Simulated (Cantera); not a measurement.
Si + HCl + H2 (chlorosilane synthesis and conversion)

Charge: 1 mol Si, 2.1 mol HCl, 4.6 mol H2, held at 0.133 bar.

Method: chemical equilibrium by Gibbs-energy minimisation in Cantera with the NASA 1993 tables (ideal gas, pure condensed phases). Candidate condensed phases: Si; 19 gas species. The tables' values for SiCl3 are old estimates; treat these amounts as uncertain. Rates play no part.

From 277 °C to 1252 °C the condensed part is Si(s). The main Si-bearing gas is SiCl4 at 277 °C and SiCl2 at 1252 °C. The share of Si in condensed phases is highest at 952 °C (50.1 %) and lowest at 277 °C (42.8 %).

```csv
T (°C),log p H2,log p HCl,log p SiCl2,log p SiCl4,log p SiHCl3,log p SiCl3,log p SiH2Cl2,log p H,n Si(s)
277,-0.92,-5.70,-10.97,-2.07,-2.41,-8.30,-4.12,<-12,0.428
352,-0.92,-4.88,-9.14,-2.07,-2.42,-7.09,-4.04,<-12,0.430
427,-0.92,-4.23,-7.70,-2.06,-2.44,-6.14,-3.99,<-12,0.431
502,-0.92,-3.72,-6.54,-2.06,-2.45,-5.38,-3.95,-12.46,0.434
577,-0.92,-3.29,-5.60,-2.06,-2.47,-4.76,-3.93,-11.15,0.439
652,-0.92,-2.94,-4.81,-2.07,-2.49,-4.24,-3.91,-10.04,0.446
727,-0.92,-2.65,-4.15,-2.08,-2.51,-3.81,-3.90,-9.11,0.459
802,-0.93,-2.40,-3.59,-2.11,-2.54,-3.45,-3.91,-8.30,0.475
877,-0.94,-2.20,-3.12,-2.17,-2.60,-3.16,-3.93,-7.59,0.491
952,-0.94,-2.03,-2.73,-2.27,-2.68,-2.95,-3.98,-6.98,0.501
1027,-0.96,-1.91,-2.44,-2.43,-2.82,-2.82,-4.06,-6.43,0.497
1102,-0.97,-1.83,-2.22,-2.69,-3.02,-2.79,-4.19,-5.95,0.478
1177,-0.98,-1.78,-2.09,-3.03,-3.29,-2.84,-4.36,-5.51,0.456
1252,-0.98,-1.76,-2.02,-3.43,-3.60,-2.96,-4.56,-5.12,0.437
```
log p: log10 of the partial pressure in bar; n: condensed amount in mol.
